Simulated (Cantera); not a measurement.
A Cantera script and what it prints.

```python
import numpy as np
import cantera as ct

gas_names = """
    Ca CaF CaF2 CaO Ca2 F FO FO2 F2 F2O N NF NF2 NF3 NO NO2 NO3 N2 N2O O O2 O3
""".split()
cond_names = """
    Ca(a) Ca(b) Ca(L) CaF2(a) CaF2(b) CaF2(L) CaO(s) CaO(L)
""".split()


def load(file, names, dense=False):
    # The tables refer to 1 bar. Condensed volumes are neglected.
    table = {s.name: s for s in ct.Species.list_from_file(file)}
    out = []
    for n in names:
        d = dict(table[n].input_data)
        d["thermo"] = dict(d["thermo"], **{"reference-pressure": 1e5})
        if dense:
            d["equation-of-state"] = {"model": "constant-volume", "density": "1e6 g/cm^3"}
        out.append(ct.Species.from_dict(d))
    return out


gas = ct.Solution(thermo="ideal-gas", species=load("nasa_gas.yaml", gas_names))
cond = {s.name: ct.Solution(thermo="fixed-stoichiometry", species=[s], name=s.name)
        for s in load("nasa_condensed.yaml", cond_names, dense=True)}
atoms = {
    'CaO': {'Ca': 1, 'O': 1},
    'NF3': {'N': 1, 'F': 3},
    'O2': {'O': 2},
}
top_T = {}  # K; cautious upper limits of use, not melting points


def equilibrate(T, P, feed):
    n = {}
    for name, mol in feed.items():
        for a, k in atoms[name].items():
            n[a] = n.get(a, 0.0) + k * mol
    gas.TPX = T, P, n
    mass = sum(n.values()) * gas.mean_molecular_weight
    gas.equilibrate("TP")
    valid = [c for c in cond.values() if c.min_temp <= T <= top_T.get(c.name, c.max_temp)]
    mix = ct.Mixture([(gas, mass / gas.mean_molecular_weight)] + [(c, 0.0) for c in valid])
    mix.T, mix.P = T, P
    mix.equilibrate("TP", solver="vcs", rtol=1e-11, max_steps=5000)
    return mix


results = []
feed = {'CaO': 1, 'NF3': 19, 'O2': 5.6}  # mol
T = 1875  # K
P = 59  # Pa
mix = equilibrate(T, P, feed)
results.append((T, P, feed, dict(zip(mix.species_names, mix.species_moles))))
print(gas.report(threshold=0.001))
for i in range(1, mix.n_phases):
    print(f"{mix.phase(i).name:16s} {mix.phase_moles(i):12.5e} mol")
```

Output:

```
       temperature   1875 K
          pressure   59 Pa
           density   8.3623e-05 kg/m^3
  mean mol. weight   22.096 kg/kmol
   phase of matter   gas

                          1 kg             1 kmol
                     ---------------   ---------------
          enthalpy         4.047e+06        8.9421e+07  J
   internal energy        3.3414e+06        7.3832e+07  J
           entropy             12750        2.8173e+05  J/K
    Gibbs function        -1.986e+07       -4.3881e+08  J
 heat capacity c_p            1122.5             24802  J/K
 heat capacity c_v            746.19             16488  J/K

                      mass frac. Y      mole frac. X     chem. pot. / RT
                     ---------------   ---------------   ---------------
              CaF2           0.04928          0.013947           -101.61
                 F           0.65953           0.76706           -24.332
                NO         0.0018529         0.0013644           -37.324
                N2           0.16712           0.13181           -36.187
                 O         0.0020654         0.0028524           -19.231
                O2           0.12015          0.082965           -38.461
     [  +16 minor]        9.3672e-06        5.6249e-06

Ca(L)             0.00000e+00 mol
CaF2(L)           0.00000e+00 mol
CaO(s)            0.00000e+00 mol
```

These are equilibrium values from Cantera (NASA tables, ideal gas, pure condensed phases), not measurements of a reactor.
